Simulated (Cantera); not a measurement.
**Low-pressure radical oxidation in H2/O2**

A perfectly stirred reactor is fed with H2 : O2 = 0.073 : 1 (molar parts), equivalence ratio 0.036, at 10.00 Torr; it is held at 1100 K, and followed from long to short residence time.

Model: the H2/O2 subset of GRI-Mech 3.0, which has no nitrogen chemistry, integrated in Cantera. Radical loss at walls, strong at low pressure, is not modelled. The temperature is held fixed by assumption; the heat of reaction is taken as removed at once.

```tsv
τ (s)	x H2	x O2	x O	x H2O2	x H
0.66	0.000399	0.926	0.00289	1.31e-7	0.000355
0.35	0.000578	0.925	0.00426	1.42e-7	0.000650
0.19	0.000824	0.923	0.00609	1.51e-7	0.00115
0.10	0.00119	0.919	0.00867	1.61e-7	0.00203
0.054	0.00171	0.916	0.0118	1.70e-7	0.00339
0.029	0.00245	0.911	0.0155	1.80e-7	0.00540
0.016	0.00349	0.906	0.0189	1.93e-7	0.00790
0.0083	0.00524	0.902	0.0219	2.14e-7	0.0110
0.0044	0.00793	0.899	0.0231	2.45e-7	0.0137
0.0024	0.0120	0.899	0.0223	2.83e-7	0.0152
```
x: mole fraction; the columns are a selection and need not sum to one.
